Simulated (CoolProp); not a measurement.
A single-stage vapour-compression cycle with R124: evaporating at 302.15 K (dew point), condensing at 333.15 K (bubble point), superheat 10 K, subcooling 0 K, compressor efficiency 0.9, no pressure losses. Each further row changes one setting.

Model: reference Helmholtz-energy equation of state, de Vries 1995, in CoolProp.

```
case                              cooling COP  pressure ratio  discharge temperature (K)  refrigerating effect (kJ/kg)  volumetric capacity (kJ/m³)
--------------------------------  -----------  --------------  -------------------------  ----------------------------  ---------------------------
as stated                                7.32            2.31                      341.7                           116                         2930
evaporating temperature 307.15 K         9.09            1.99                      341.9                           118                         3460
condensing temperature 328.15 K          9.02            2.04                      337.0                           122                         3080
subcooling 5 K                           7.71            2.31                      341.7                           122                         3080
superheat 20 K                           7.46            2.31                      351.4                           124                         3000
compressor efficiency 0.8                6.50            2.31                      343.8                           116                         2930
```
